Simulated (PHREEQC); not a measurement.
## Polishing slurry liquid: an equilibrium model

Consider water at 20 °C with 0.059 mol/kgw K2CO3 and 0.0026 mol/kgw Al(NO3)3. Closed to the air; pH follows from the charge balance.

Computed with PHREEQC (ion-association model, phreeqc.dat).

```
Property                      Value
--------------------  -------------
pH                            10.66
ionic strength        0.166 mol/kgw
specific conductance    11000 µS/cm
density                 1.006 g/cm³
total alkalinity         118 meq/kg
```

```csv
species,molality,activity,log γ
K+,0.118,0.0859,-0.138
CO3-2,0.0482,0.0160,-0.479
HCO3-,0.0108,0.00822,-0.120
NO3-,0.00780,0.00556,-0.147
Al(OH)4-,0.00260,0.00193,-0.129
OH-,0.000435,0.000315,-0.140
CO2,4.15e-7,4.31e-7,0.017
Al(OH)3,2.28e-8,2.37e-8,0.017
```

No solid was allowed to form. Saturation is exceeded, for instance for Gibbsite (slow to form); the values hold only as long as no solid forms. Complexes and solids missing from the database can't appear.
